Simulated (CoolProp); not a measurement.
Values from CoolProp's reference Helmholtz-energy equation of state, Lemmon 2006. It is a short technical equation, of lower accuracy than the large ones.

For C3F8 (R218), give the phase and the Z, isothermal compressibility (1/MPa), viscosity (µPa s), conductivity (mW/(m K)) at 322.8 K and 1.78 MPa; 391.3 K and 1.78 MPa; 418.7 K and 1.78 MPa.


- 322.8 K and 1.78 MPa: liquid; Z 0.108, isothermal compressibility 0.0408, viscosity 111, conductivity 39.5
- 391.3 K and 1.78 MPa: gas; Z 0.843, isothermal compressibility 0.679, viscosity 17.4, conductivity 21.9
- 418.7 K and 1.78 MPa: gas; Z 0.884, isothermal compressibility 0.640, viscosity 18.4, conductivity 24.2

Viscosity comes from a separate model (Huber 2003), an estimate that may be off by 10 % or more. Thermal conductivity comes from a separate model (Huber 2003), an estimate that may be off by 10 % or more.
